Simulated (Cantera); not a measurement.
An adiabatic, constant-volume homogeneous reactor starts with C₃H₈ : O₂ : N₂ = 1 : 2.38 : 8.95 (molar parts), equivalence ratio 2.1, at 1300 K and 1000000 Pa.

Model: GRI-Mech 3.0 (53 species, 325 reactions), integrated in Cantera. GRI-Mech 3.0 was tuned for natural gas; its chemistry of propane as a main component is partial and can be far from experiment.

### Question
Predict: time of steepest temperature rise; temperature at 0.400 s; equilibrium temperature; x(O₂) at 0.400 s; x(OH) at 0.400 s; x(O) at 0.400 s; x(CO₂) at 0.400 s; x(NO) at 0.400 s.

### Answer
```
Property                                                              Result
---------------------------------  -----------------------------------------
time of steepest temperature rise                                   0.289 ms
temperature at 0.400 s                                                2748 K
equilibrium temperature                                               2748 K
x(O₂) at 0.400 s                     4.34e-6 (gas-phase equilibrium 4.34e-6)
x(OH) at 0.400 s                   0.000836 (gas-phase equilibrium 0.000836)
x(O) at 0.400 s                      1.76e-5 (gas-phase equilibrium 1.76e-5)
x(CO₂) at 0.400 s                      0.0154 (gas-phase equilibrium 0.0154)
x(NO) at 0.400 s                   0.000131 (gas-phase equilibrium 0.000131)
```
